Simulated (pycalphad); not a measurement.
An equivalent pycalphad script:

```python
from pycalphad import Database, equilibrium, calculate, variables as v
import numpy as np
db = Database('COST507.tdb')
comps = ['SN', 'SI', 'VA']
phases = ['BCT_A5', 'DIAMOND_A4', 'LIQUID']
eq = equilibrium(db, comps, phases, {v.X('SI'): 0.769, v.T: np.arange(2350, 499, -40), v.P: 101325, v.N: 1}, output=['HM', 'SM'])
```

CALPHAD calculation (pycalphad, COST 507 light-alloy database (1999)), 1 atm. The database dates from 1999; later assessments differ in places, in temperatures and in the compounds included. Amounts are mole fractions of atoms.

Results at three of the temperatures:

```
T = 1950.00 K, P = 101325 Pa, N = 1 mol of atoms
G = -116102 J/mol, H = 89382 J/mol, S = 105.38 J/(mol K)  (SER reference)
chemical potentials (J/mol): Sn -186636, Si -94914
phase             fraction      x(Sn)      x(Si)
LIQUID              1.0000     0.2310     0.7690
```

```
T = 1790.00 K, P = 101325 Pa, N = 1 mol of atoms
G = -99428 J/mol, H = 84984 J/mol, S = 103.02 J/(mol K)  (SER reference)
chemical potentials (J/mol): Sn -165871, Si -79469
phase             fraction      x(Sn)      x(Si)
LIQUID              1.0000     0.2310     0.7690
```

```
T = 1510.00 K, P = 101325 Pa, N = 1 mol of atoms
G = -73884 J/mol, H = 36969 J/mol, S = 73.41 J/(mol K)  (SER reference)
chemical potentials (J/mol): Sn -128257, Si -57551
phase             fraction      x(Sn)      x(Si)
DIAMOND_A4          0.7191   2.78e-07     1.0000
LIQUID              0.2809     0.8223     0.1777
```

Changes of the phase set, refined by bisection:

```csv
T (K),phases above,phases below
1639.5,liquid,diamond (Si) + liquid
```

DIAMOND_A4 is diamond (Si).
